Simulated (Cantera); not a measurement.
**Adiabatic ignition**

An adiabatic, constant-volume homogeneous reactor starts with 4.09 % CH4, 0.155 % H2, 20.1 % O2, 75.6 % N2, equivalence ratio 0.41, at 1150 K and 1.01 bar.

Detailed kinetics in Cantera: GRI-Mech 3.0 (53 species, 325 reactions).

| t (s) | T (K) | P (bar) | x CH4 | x H2 | x O2 | x C2H4 | x CH3 | x HCO | x O |
|---|---|---|---|---|---|---|---|---|---|
| 2.00e-6 | 1150 | 1.01 | 0.0409 | 0.00155 | 0.201 | <1e-12 | 2.92e-10 | <1e-12 | 2.77e-12 |
| 6.54e-6 | 1150 | 1.01 | 0.0409 | 0.00155 | 0.201 | <1e-12 | 9.91e-10 | <1e-12 | 9.30e-12 |
| 2.14e-5 | 1150 | 1.01 | 0.0409 | 0.00155 | 0.201 | <1e-12 | 3.37e-9 | <1e-12 | 1.38e-11 |
| 7.00e-5 | 1150 | 1.01 | 0.0409 | 0.00155 | 0.201 | <1e-12 | 1.14e-8 | <1e-12 | 2.22e-11 |
| 0.000229 | 1150 | 1.01 | 0.0409 | 0.00155 | 0.201 | <1e-12 | 4.05e-8 | <1e-12 | 5.27e-11 |
| 0.000749 | 1150 | 1.01 | 0.0409 | 0.00155 | 0.201 | 8.82e-12 | 1.75e-7 | <1e-12 | 1.97e-10 |
| 0.00245 | 1150 | 1.01 | 0.0409 | 0.00155 | 0.201 | 1.42e-9 | 1.45e-6 | <1e-12 | 1.66e-9 |
| 0.00801 | 1151 | 1.01 | 0.0408 | 0.00155 | 0.201 | 4.15e-7 | 8.69e-6 | 3.08e-11 | 1.16e-8 |
| 0.0262 | 1158 | 1.02 | 0.0399 | 0.00155 | 0.200 | 2.03e-5 | 1.94e-5 | 9.23e-10 | 4.97e-8 |
| 0.0857 | 2239 | 1.97 | <1e-12 | 0.000247 | 0.116 | <1e-12 | <1e-12 | 2.25e-11 | 0.000841 |
| 0.280 | 2226 | 1.96 | <1e-12 | 0.000232 | 0.113 | <1e-12 | <1e-12 | 1.93e-11 | 0.000769 |
| 0.917 | 2223 | 1.96 | <1e-12 | 0.000229 | 0.113 | <1e-12 | <1e-12 | 1.86e-11 | 0.000755 |
| 3.00 | 2223 | 1.96 | <1e-12 | 0.000229 | 0.113 | <1e-12 | <1e-12 | 1.86e-11 | 0.000755 |
x: mole fraction; the columns are a selection and need not sum to one.

The time of steepest temperature rise comes out as 36.1 ms, the temperature at 3.00 s comes out as 2223 K and the equilibrium temperature is 2223 K. The x(CH4) at 3.00 s comes out as <1e-12 (gas-phase equilibrium <1e-12). The x(H2) at 3.00 s comes out as 0.000229 (gas-phase equilibrium 0.000229) and the x(O2) at 3.00 s is 0.113 (gas-phase equilibrium 0.113).
